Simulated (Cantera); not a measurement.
An adiabatic, constant-volume homogeneous reactor starts with 5.66 % CO, 1.81 % H2, 7.92 % CH4, 14.0 % O2, 52.5 % N2, 18.1 % CO2, equivalence ratio 1.4, at 1700 K and 0.760 bar.

Cantera simulation using GRI-Mech 3.0 (53 species, 325 reactions); the numbers are that mechanism's predictions, not measurements.

One state of this run: T (K) = 2699; P (bar) = 1.27; x CO = 0.131; x H2 = 0.0161; x CH4 = <1e-12; x CH2O = 1.07e-9; x HCN = 3.48e-9; x C2H6 = <1e-12. x: mole fraction; the columns are a selection and need not sum to one.

Question: Which value of t (s) does it belong to?
A. 1.90e-5
B. 7.00e-6
C. 0.408
D. 0.000140

Answer: C, 0.408
